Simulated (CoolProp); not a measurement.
Vapour-liquid equilibrium of diethyl ether (1) + n-hexane (2) at 8.31 bar; x and y are mole fractions of (1).

Values from CoolProp's multi-fluid Helmholtz-energy mixture model, Thol 2014 and Thol 2019; pair parameters Bell 2016.

Problem. Give the bubble temperature and the first vapour's composition at x = 0.125, 0.725, 0.875. Is there an azeotrope?

Solution. x = 0.125: 419.3 K, y = 0.233; x = 0.725: 392.4 K, y = 0.836; x = 0.875: 387.6 K, y = 0.931. No azeotrope shows between x = 0.05 and 0.95.

The pair parameters rest on a limited set of measurements; away from them the model extrapolates.
